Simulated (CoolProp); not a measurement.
The numbers come from the reference Helmholtz-energy equation of state, de Reuck 1993 in CoolProp.

Question: For methanol, give the phase and the cp (kJ/(kg K)), conductivity (mW/(m K)), fugacity coefficient at 620 K and 11.3 MPa.

Answer: 
- 620 K and 11.3 MPa: supercritical; cp 3.69, conductivity 81.2, fugacity coefficient 0.788

Thermal conductivity comes from a separate model (Sykioti 2013).
